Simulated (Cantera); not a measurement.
Charge: 1 mol PbO, 0.73 mol C, 0.032 mol CO, equilibrated at 11.0 mbar.

Cantera equilibrium calculation (NASA polynomials, part measured and part estimated; ideal gas, pure solids and liquids). Candidate condensed phases: C, Pb, PbO, PbO2, Pb3O4; 15 gas species. Kinetics and transport are ignored. All values below are at 1525 °C.

Base state: Pb 0.565, CO 0.282, CO2 0.151, PbO 0.00228, Pb2 2.63e-5 (mole fractions); condensed: gas only.

Task: What changes in the equilibrium state with this change: 0.75 mol O2 added?

Result: 
| species | before | after |
|---|---|---|
| CO2 | 0.151 | 0.382 |
| PbO | 0.00228 | 0.286 |
| Pb | 0.565 | 0.218 |
| CO | 0.282 | 0.00219 |
| O2 | 1.06e-6 | 0.112 |
| O | 1.17e-6 | 0.000381 |
| Pb2 | 2.63e-5 | 3.91e-6 |
Gases not in the tables: (PbO)n polymers.

Task: What changes in the equilibrium state with this change: C from 0.73 to 1.2 mol?

Result: 
| species | before | after |
|---|---|---|
| CO | 0.282 | 0.508 |
| Pb | 0.565 | 0.492 |
| Pb2 | 2.63e-5 | 1.99e-5 |
| CO2 | 0.151 | 2.14e-7 |
| PbO | 0.00228 | 1.57e-9 |
| C(graphite), mol | 0 | 0.200 |
